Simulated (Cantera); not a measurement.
## Thermodynamics of halide evaporation, hydrolysis and transport, feed CaCl₂ + H₂O + N₂

Charge: 1 mol CaCl₂, 0.15 mol H₂O, 67 mol N₂.

Method: chemical equilibrium by Gibbs-energy minimisation in Cantera with the NASA 1993 tables (ideal gas, pure condensed phases). Candidate condensed phases: Ca, CaCl₂, CaO, Ca(OH)₂, H₂O, NH₄Cl; 36 gas species. Mutual solubility and eutectic melting of coexisting phases are not modelled. Condensed phases not in the tables: oxide chlorides. The numbers say what is thermodynamically allowed, not how fast it happens.

Task: Map the stable condensed phases over T = 1573, 1623, 1673, 1723, 1773, 1823, 1873, 1923, 1973, 2023, 2073, 2123, 2173, 2223 K and P in Pa = 0.10, 1, 10, 100, 1000, 10000, 100000.

Result: 
```
T in K \ P in Pa
           0.10      1     10    100   1000  10000 100000
   2223       A      A      A      A      B      B      B
   2173       A      A      A      A      B      B      B
   2123       A      A      A      B      B      B      B
   2073       A      A      A      B      B      B      B
   2023       A      A      A      B      B      B      B
   1973       A      A      B      B      B      B      B
   1923       A      A      B      B      B      B      B
   1873       A      B      B      B      B      B      B
   1823       A      B      B      B      B      B      B
   1773       B      B      B      B      B      B      B
   1723       B      B      B      B      B      B      B
   1673       B      B      B      B      B      B      B
   1623       B      B      B      B      B      B      C
   1573       B      B      B      B      B      B      C
```
A: gas only; B: CaO; C: CaCl₂ + CaO.
